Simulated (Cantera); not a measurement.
A Cantera script and what it prints.

```python
import numpy as np
import cantera as ct

gas_names = """
    B BH BH2 BH3 BO BO2 B2 B2O B2O2 B2O3 B3O3H3 H HBO HBO2 HO2 H2 H2O H2O2 H3B3O6 O OH O2 O3
""".split()
cond_names = """
    B(b) B(L) B2O3(L) B3O3H3(cr) H2O(s) H2O(L)
""".split()


# ... load() reads the species with a 1 bar reference pressure and builds the phases ...
atoms = {
    'B2H6': {'B': 2, 'H': 6},
    'H2O': {'H': 2, 'O': 1},
}
top_T = {}  # K; cautious upper limits of use, not melting points


# ... equilibrate(T, P, feed) seeds the gas with the atoms and calls Mixture.equilibrate('TP', solver="vcs", rtol=1e-11, max_steps=5000) ...
results = []
feed = {'B2H6': 1, 'H2O': 0.21}  # mol
T = 1448  # K
for P in [10, 63, 400, 2500, 16000, 100000]:
    mix = equilibrate(T, P, feed)
    results.append((T, P, feed, dict(zip(mix.species_names, mix.species_moles))))

top = {s: max(r[3][s] / sum(r[3][g] for g in gas_names) for r in results) for s in gas_names}
cols = sorted((s for s in top if top[s] > 0.0001), key=lambda s: -top[s])[:6]
seen = [c for c in cond_names if any(r[3].get(c, 0) > 1e-12 for r in results)]
print("log10 of partial pressures in bar; condensed amounts in mol")
print(f"{'P/Pa':>10s}" + "".join(f"{s[:9]:>10s}" for s in cols + seen))
for T, P, feed, n in results:
    ng = sum(n[g] for g in gas_names)
    print(f"{P:10.4g}" + "".join(f"{np.log10(max(n[s] / ng * P / 1e5, 1e-99)):10.3f}" for s in cols)
          + "".join(f"{n.get(c, 0):10.4g}" for c in seen))
```

It prints:

```
log10 of partial pressures in bar; condensed amounts in mol
      P/Pa        H2       HBO      B2O2    B3O3H3      B2O3        BO      B(b)   B2O3(L)
        10    -4.023    -5.438    -5.918   -10.372    -7.323    -7.012     1.792         0
        63    -3.223    -4.648    -5.137    -8.001    -6.152    -6.622     1.795         0
       400    -2.417    -3.909    -4.465    -5.784    -5.143    -6.286     1.807  0.008339
      2500    -1.609    -3.505    -4.465    -4.572    -5.143    -6.286      1.84   0.04853
   1.6e+04    -0.799    -3.100    -4.465    -3.358    -5.143    -6.286     1.846   0.05501
     1e+05    -0.004    -2.702    -4.465    -2.164    -5.143    -6.286     1.836   0.04575
```

Cantera equilibrium calculation (NASA polynomials, part measured and part estimated; ideal gas, pure solids and liquids). The feed counts by its element totals alone. Mutual solubility and eutectic melting of coexisting phases are not modelled.
